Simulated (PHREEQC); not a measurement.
Model water analysis in mg/L, 80 °C, pH 7.87, pe 0.6: Na 1770; K 797; Ca 40; Mg 170; Cl 3550; S(6) as SO4 357; Alkalinity as HCO3 20.9; Li 0.104; F 1.52; Zn 2.26.

Cl is adjusted to close the charge balance.
Valence states are taken as typed.

Equilibrium calculation in PHREEQC: ion-association model, phreeqc.dat.

```json
{
 "ionic_strength": "0.120 mol/kgw",
 "specific_conductance": "29000 µS/cm",
 "density": "0.977 g/cm³"
}
```

```json
[
 {"species": "Cl-", "molality": "0.106", "activity": "0.0775", "log γ": "-0.137"},
 {"species": "Na+", "molality": "0.0771", "activity": "0.0580", "log γ": "-0.124"},
 {"species": "K+", "molality": "0.0203", "activity": "0.0148", "log γ": "-0.139"},
 {"species": "Mg+2", "molality": "0.00593", "activity": "0.00207", "log γ": "-0.458"},
 {"species": "SO4-2", "molality": "0.00211", "activity": "0.000661", "log γ": "-0.504"},
 {"species": "MgSO4", "molality": "0.00103", "activity": "0.00106", "log γ": "0.012"},
 {"species": "Ca+2", "molality": "0.000950", "activity": "0.000315", "log γ": "-0.480"},
 {"species": "NaSO4-", "molality": "0.000341", "activity": "0.000258", "log γ": "-0.121"}
]
```

This is a speciation only: nothing precipitates in the calculation. At this temperature some constants are extrapolated from 25 °C, and those without enthalpy data are left unchanged.
